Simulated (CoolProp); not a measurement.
Vapour-liquid equilibrium of cyclopentane (1) + octamethylcyclotetrasiloxane (D4) (2) at 0.447 MPa; x and y are mole fractions of (1).

Model: multi-fluid Helmholtz-energy mixture model, Gedanitz 2015 and Thol 2015; pair parameters Bell 2016, in CoolProp.

Problem. Give the bubble temperature and the first vapour's composition at x = 0.5, 0.8, 0.95. Is there an azeotrope?

Solution. x = 0.5: 147.8 °C, y = 0.937; x = 0.8: 115.9 °C, y = 0.992; x = 0.95: 105.6 °C, y = 0.999. No azeotrope shows between x = 0.05 and 0.95.

The pair parameters rest on a limited set of measurements; away from them the model extrapolates. With so large a gap from Raoult's law the liquid may split in two, which this calculation doesn't test in full.
